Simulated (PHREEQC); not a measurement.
# Acid rinse or clean with hard or scaling water (model solution)

Solution A (0.15 mol/kgw HCl, 0.039 mol/kgw CaCl2 and 0.083 mol/kgw KCl) is mixed with solution B (13 mmol/kgw BaCl2 and 1.1 mmol/kgw NaF) at 25 °C; shares are by mass of water, 1 kg in all. Oxygen is held at 0.21 atm. No CO2 enters from the air. Only these solids could form: Fluorite, BaF2, Portlandite, Halite.

Equilibrium calculation in PHREEQC: ion-association model, wateq4f.dat.

```json
[
 {"share of solution B": "0", "pH": "0.93", "F- (mol/kgw)": "0", "HF (mol/kgw)": "0"},
 {"share of solution B": "0.1", "pH": "0.98", "F- (mol/kgw)": "1.11e-6", "HF (mol/kgw)": "0.000109"},
 {"share of solution B": "0.2", "pH": "1.03", "F- (mol/kgw)": "2.43e-6", "HF (mol/kgw)": "0.000217"},
 {"share of solution B": "0.3", "pH": "1.08", "F- (mol/kgw)": "4.06e-6", "HF (mol/kgw)": "0.000325"},
 {"share of solution B": "0.4", "pH": "1.15", "F- (mol/kgw)": "6.13e-6", "HF (mol/kgw)": "0.000432"},
 {"share of solution B": "0.5", "pH": "1.23", "F- (mol/kgw)": "8.91e-6", "HF (mol/kgw)": "0.000539"},
 {"share of solution B": "0.6", "pH": "1.32", "F- (mol/kgw)": "1.29e-5", "HF (mol/kgw)": "0.000644"},
 {"share of solution B": "0.7", "pH": "1.44", "F- (mol/kgw)": "1.93e-5", "HF (mol/kgw)": "0.000747"},
 {"share of solution B": "0.8", "pH": "1.62", "F- (mol/kgw)": "3.15e-5", "HF (mol/kgw)": "0.000844"},
 {"share of solution B": "0.9", "pH": "1.93", "F- (mol/kgw)": "6.67e-5", "HF (mol/kgw)": "0.000917"},
 {"share of solution B": "1", "pH": "7.15", "F- (mol/kgw)": "0.00110", "HF (mol/kgw)": "9.47e-8"}
]
```

Species that the database lacks are ignored.
